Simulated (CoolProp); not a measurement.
Vapour-liquid equilibrium of R113 (1) + n-heptane (2) at 447.1 K; x and y are mole fractions of (1).

Model: multi-fluid Helmholtz-energy mixture model, Marx 1992 and Span 2003; pair parameters Bell 2016, in CoolProp.

| x | bubble pressure, mixture model (bar) | bubble pressure, Raoult's law (bar) | y, mixture model | y, Raoult's law |
|---|---|---|---|---|
| 0.05 | ___ | 6.716 | 0.121 | 0.137 |
| 0.2 | 8.672 | 8.559 | 0.385 | 0.430 |
| 0.35 | ___ | 10.40 | 0.559 | 0.619 |
| 0.5 | ___ | 12.24 | 0.687 | 0.751 |
| 0.65 | ___ | 14.09 | ___ | 0.848 |
| 0.8 | ___ | 15.93 | 0.882 | 0.923 |
| 0.95 | 17.77 | 17.77 | ___ | 0.983 |

Question: Some entries are withheld; supply them.

Answer: 
- 0.05, bubble pressure, mixture model (bar): 6.746
- 0.35, bubble pressure, mixture model (bar): 10.55
- 0.5, bubble pressure, mixture model (bar): 12.38
- 0.65, bubble pressure, mixture model (bar): 14.16
- 0.65, y, mixture model: 0.790
- 0.8, bubble pressure, mixture model (bar): 15.95
- 0.95, y, mixture model: 0.970

The largest gap from Raoult's law is +1.4 % in bubble pressure, at x = 0.35. No azeotrope shows between x = 0.05 and 0.95.

Pair parameters are fitted to limited data, so mixtures are less certain than the pure fluids.
